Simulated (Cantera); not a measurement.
A perfectly stirred reactor is fed with CH4 : N2 = 1 : 9.8 (molar parts), at 0.0150 bar; it is held at 1950 K, and followed from long to short residence time.

Computed with Cantera and GRI-Mech 3.0 (53 species, 325 reactions). GRI-Mech 3.0 stops at C3 and has no aromatics, soot or wall deposition, so with more carbon than oxygen in the feed, carbon stays in small species such as C2H2 where larger ones or solid carbon would form. Radical loss at walls, strong at low pressure, is not modelled.

x: mole fraction; the columns are a selection and need not sum to one.

```
τ (s)     x CH4       x H     x CH3  x C2H6     x HCN     x H2    x C2H2
------  -------  --------  --------  ------  --------  -------  --------
0.86    0.00464  0.000889  0.000669     [?]  0.000248    0.120    0.0397
0.44    0.00749  0.000754  0.000940     [?]  0.000125    0.115    0.0383
0.22     0.0120  0.000631   0.00131     [?]   6.06e-5    0.109    0.0360
0.11     0.0186  0.000518   0.00180     [?]   2.88e-5   0.0991    0.0325
0.057    0.0274  0.000415   0.00235     [?]   1.35e-5   0.0862    0.0278
0.029    0.0395  0.000308   0.00295     [?]   5.57e-6   0.0686    0.0214
0.015    0.0542  0.000201   0.00342     [?]   1.89e-6   0.0473    0.0136
0.0074   0.0717   9.76e-5   0.00343     [?]   3.74e-7   0.0232   0.00548
0.0037   0.0848   3.48e-5   0.00263     [?]   3.90e-8  0.00703   0.00106
0.0019   0.0901   1.33e-5   0.00156     [?]   3.64e-9  0.00173  0.000114
```

Q: Fill in the missing entries.

A: 
- 0.86, x C2H6: 2.64e-7
- 0.44, x C2H6: 5.43e-7
- 0.22, x C2H6: 1.09e-6
- 0.11, x C2H6: 2.06e-6
- 0.057, x C2H6: 3.47e-6
- 0.029, x C2H6: 5.27e-6
- 0.015, x C2H6: 6.59e-6
- 0.0074, x C2H6: 5.87e-6
- 0.0037, x C2H6: 3.05e-6
- 0.0019, x C2H6: 1.01e-6
